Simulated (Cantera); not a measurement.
Adiabatic ignition

An adiabatic, constant-pressure homogeneous reactor starts with 16.5 % H2, 17.5 % O2, 65.9 % N2, 0.112 % NO, at 1148 K and 10.0 bar.

Model: GRI-Mech 3.0 (53 species, 325 reactions), integrated in Cantera. The hydrogen kinetics of GRI-Mech 3.0 are dated; newer H2 mechanisms differ, most at raised pressure. The mechanism lacks 2 NO + O2 → 2 NO2 and HONO, so NO2 and the effect of NO are under-described below about 1400 K.

```tsv
t (s)	T (K)	x H2	x O2	x NO	x NO2	x HO2	x H
4.00e-6	1148	0.165	0.175	0.00112	6.34e-8	1.34e-7	1.12e-8
1.73e-5	1148	0.165	0.175	0.00111	1.17e-5	1.25e-5	9.35e-7
7.46e-5	2300	0.000370	0.0992	0.00123	2.97e-6	1.09e-5	5.92e-5
0.000322	2299	0.000369	0.0992	0.00130	3.16e-6	1.09e-5	5.91e-5
0.00139	2299	0.000368	0.0990	0.00162	3.93e-6	1.09e-5	5.88e-5
0.00600	2296	0.000364	0.0984	0.00289	7.02e-6	1.08e-5	5.77e-5
0.0259	2289	0.000352	0.0966	0.00657	1.59e-5	1.04e-5	5.45e-5
0.112	2282	0.000342	0.0951	0.00961	2.33e-5	1.01e-5	5.20e-5
0.483	2282	0.000342	0.0951	0.00971	2.36e-5	1.00e-5	5.19e-5
2.08	2282	0.000342	0.0951	0.00971	2.36e-5	1.00e-5	5.19e-5
9.00	2282	0.000342	0.0951	0.00971	2.36e-5	1.00e-5	5.19e-5
```
x: mole fraction; the columns are a selection and need not sum to one.

| Item | Value |
|---|---|
| time of steepest temperature rise | 43.4 µs |
| temperature at 9.00 s | 2282 K |
| equilibrium temperature | 2282 K |
| x(H2) at 9.00 s | 0.000342 (gas-phase equilibrium 0.000342) |
| x(O2) at 9.00 s | 0.0951 (gas-phase equilibrium 0.0951) |
| x(NO) at 9.00 s | 0.00971 (gas-phase equilibrium 0.00971) |
